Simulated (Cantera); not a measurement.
Catalytic stagnation flow on Pt

A jet of 1.11 % H2, 19.2 % O2, 79.7 % N2 at 300 K and 6000 Pa hits a platinum plate 6.5 cm away at a mass flux of 0.15 kg/m²/s; the plate temperature is set and raised in steps from an oxygen-covered start.

Model: Deutschmann's 1995 Pt surface mechanism with GRI-Mech 3.0 gas chemistry, integrated in Cantera. Catalytic surfaces can have several steady states; this one follows from the mechanism file's or the stated starting coverage.

| plate T (K) | wall x H2 | wall x O2 | wall x H2O | wall x OH | θ free Pt | θ O* | θ OH* |
|---|---|---|---|---|---|---|---|
| 500 | 0.00328 | 0.183 | 0.0156 | <1e-8 | 0.0262 | 0.967 | 0.00646 |
| 550 | 0.00327 | 0.183 | 0.0155 | <1e-8 | 0.0277 | 0.969 | 0.00369 |
| 600 | 0.00325 | 0.183 | 0.0154 | <1e-8 | 0.0292 | 0.968 | 0.00230 |
| 650 | 0.00318 | 0.183 | 0.0154 | <1e-8 | 0.0314 | 0.967 | 0.00156 |
| 700 | 0.00286 | 0.183 | 0.0160 | <1e-8 | 0.0378 | 0.961 | 0.00120 |
| 750 | 0.00217 | 0.182 | 0.0172 | <1e-8 | 0.0562 | 0.943 | 0.00108 |
| 800 | 0.00150 | 0.182 | 0.0184 | <1e-8 | 0.0904 | 0.909 | 0.00104 |
| 850 | 0.00106 | 0.181 | 0.0192 | 1.20e-8 | 0.138 | 0.861 | 0.000983 |
x: mole fraction at the wall; θ: surface coverage.
